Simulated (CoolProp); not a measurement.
Model: reference Helmholtz-energy equation of state, Wagner 2002, in CoolProp.

Problem. For water, give the phase and the cp (kJ/(kg K)), cv (kJ/(kg K)), speed of sound (m/s) at 515.9 K and 7.08 bar; 470.3 K and 0.176 bar.

Solution. 
- 515.9 K and 7.08 bar: gas; cp 2.14, cv 1.60, speed of sound 549
- 470.3 K and 0.176 bar: gas; cp 1.94, cv 1.48, speed of sound 533
